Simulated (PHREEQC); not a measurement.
Consider water at 66 °C with 0.0016 mol/kgw CaCl2, 0.0093 mol/kgw Na2HPO4 and 8.9e-05 mol/kgw MgSO4. Closed to the air; pH follows from the charge balance.

All values are PHREEQC results (ion-association model, phreeqc.dat), not measurements.

Each row changes one thing in this solution. No solid was allowed to form.

| case | pH | ionic strength (mol/kgw) | Ca+2 (mol/kgw) | CaOH+ (mol/kgw) |
|---|---|---|---|---|
| as made | 8.05 | 0.0270 | 0.000357 | 4.17e-9 |
| Na2HPO4 left out | 6.43 | 0.00509 | 0.00159 | 5.58e-10 |
| CaCl2 from 0.0016 to 0.0024 mol/kgw | 7.95 | 0.0272 | 0.000614 | 5.57e-9 |
| MgSO4 left out | 8.07 | 0.0269 | 0.000350 | 4.25e-9 |
| diluted 100-fold with water | 7.92 | 0.000313 | 1.45e-5 | 1.89e-10 |

Species that the database lacks are ignored. Some of these states are supersaturated (in Hydroxyapatite, for instance). Constants without temperature data keep their 25 °C values here.
